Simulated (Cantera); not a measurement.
Input: 1 mol SiCl₄, 0.13 mol H₂O, 72 mol H₂, equilibrated at 1275 K and 0.0133 bar.

Cantera equilibrium calculation (NASA polynomials, part measured and part estimated; ideal gas, pure solids and liquids). Mutual solubility and eutectic melting of coexisting phases are not modelled. The tables' values for SiCl₃ are old estimates; treat these amounts as uncertain. The tables hold silica as quartz up to 1696 K and as liquid above; real silica turns to tridymite and cristobalite and melts near 1996 K. The numbers say what is thermodynamically allowed, not how fast it happens.

| species | before | after |
|---|---|---|
| H₂ | 0.952 | 0.950 |
| HCl | 0.0422 | 0.0412 |
| SiCl₂ | 0.00485 | 0.00625 |
| SiO | 0.000306 | 0.00175 |
| Si | 1.45e-9 | 1.22e-5 |
| SiCl | 5.01e-8 | 1.63e-5 |
| SiCl₄ | 0.000151 | 4.88e-7 |
| H | 6.23e-6 | 0.000596 |
| Cl | 2.34e-7 | 2.03e-5 |
| SiHCl₃ | 0.000137 | 1.76e-6 |
| Si(s), mol | 0.517 | 0.400 |
| SiO₂(β-quartz), mol | 0.0536 | 0 |
Gas species are given as mole fractions.

### Question
Which change was made?
A. pressure from 0.0133 bar to 0.790 bar
B. temperature from 1275 K to 725 K
C. temperature from 1275 K to 1048 K
D. temperature from 1275 K to 1625 K

### Answer
D, temperature from 1275 K to 1625 K. The tables' values for SiCl₃, SiCl are old estimates; treat these amounts as uncertain
